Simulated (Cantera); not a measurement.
Input: 1 mol PbO, 0.92 mol CO, 0.19 mol N2, held at 1200 Torr.

These are equilibrium values from Cantera (NASA tables, ideal gas, pure condensed phases), not measurements of a reactor. Candidate condensed phases: C, Pb, PbO, PbO2, Pb3O4; 27 gas species. Each liquid is taken as pure. Mutual solubility and eutectic melting of coexisting phases are not modelled. Gases not in the tables: (PbO)n polymers. Equilibrium is a limit: real reactors are often held back by kinetics, nucleation or transport.

x: gas mole fraction; n: condensed amount in mol.

```
T (K)  x CO2   x N2      x Pb     x PbO      x CO     x Pb2      x NO  n Pb(l)  n PbO(yellow)  n PbO(l)
-----  -----  -----  --------  --------  --------  --------  --------  -------  -------------  --------
848    0.829  0.171   1.87e-7  4.74e-10   2.13e-5    <1e-12    <1e-12    0.920         0.0800         0
948    0.829  0.171   2.99e-6   3.06e-8   5.55e-5  4.14e-12  1.94e-12    0.920         0.0801         0
1048   0.829  0.171         …         …         …         …         …    0.920         0.0801         0
1148   0.828  0.171         …         …         …         …         …    0.920         0.0802         0
1248   0.828  0.171  0.000813  0.000110  0.000494   4.85e-8   1.94e-8    0.919              0    0.0804
1348   0.825  0.171   0.00299  0.000628  0.000960   4.23e-7   1.43e-7    0.916              0    0.0804
1448   0.817  0.169   0.00912   0.00277   0.00171   2.71e-6   7.85e-7    0.908              0    0.0788
```

### Question
Some entries are withheld; supply them.

### Answer

- 1048, x Pb: 2.79e-5
- 1048, x PbO: 8.71e-7
- 1048, x CO: 0.000122
- 1048, x Pb2: 1.74e-10
- 1048, x NO: 8.19e-11
- 1148, x Pb: 0.000175
- 1148, x PbO: 1.35e-5
- 1148, x CO: 0.000234
- 1148, x Pb2: 3.74e-9
- 1148, x NO: 1.78e-9
